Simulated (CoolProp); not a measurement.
Aqueous ammonia as a coolant, 30 % by mass, freezing at -84.1 °C, 1 atm.

Values from CoolProp's Melinder's fits for secondary coolants.

```csv
T (°C),cp (kJ/(kg K)),density (kg/m³),Prandtl number,viscosity (mPa s)
-13.8,4.268,911.9,[?],3.73
-9.2,4.263,909.4,33.7,3.14
-4.6,4.258,906.9,28.1,2.67
-0,[?],904.2,23.7,2.30
4.6,4.250,901.5,20.2,1.99
9.2,4.246,[?],17.3,[?]
13.8,4.243,895.8,14.9,1.54
18.4,4.240,892.9,[?],1.36
23,4.236,889.9,11.3,1.20
27.6,4.232,886.9,9.85,1.07
```

Q: Complete the blanks.

A: 
- -13.8, Prandtl number: 41.0
- -0, cp (kJ/(kg K)): 4.254
- 9.2, density (kg/m³): 898.7
- 9.2, viscosity (mPa s): 1.74
- 18.4, Prandtl number: 13.0
